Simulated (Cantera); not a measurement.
An isothermal, constant-pressure homogeneous reactor starts with 55.9 % NO, 44.1 % N₂, at 1550 K and 975 Torr.

Cantera simulation using GRI-Mech 3.0 (53 species, 325 reactions); the numbers are that mechanism's predictions, not measurements.

Task: Predict: x(NO) at 3.00 s; x(O) at 3.00 s; x(NO₂) at 3.00 s; x(N₂O) at 3.00 s; x(O₂) at 3.00 s.

Result: 
```
Quantity                                             Value
----------------  ----------------------------------------
x(NO) at 3.00 s      0.519 (gas-phase equilibrium 0.00171)
x(O) at 3.00 s     1.05e-6 (gas-phase equilibrium 3.65e-6)
x(NO₂) at 3.00 s  0.000876 (gas-phase equilibrium 1.04e-5)
x(N₂O) at 3.00 s   9.57e-5 (gas-phase equilibrium 1.13e-7)
x(O₂) at 3.00 s       0.0190 (gas-phase equilibrium 0.278)
```
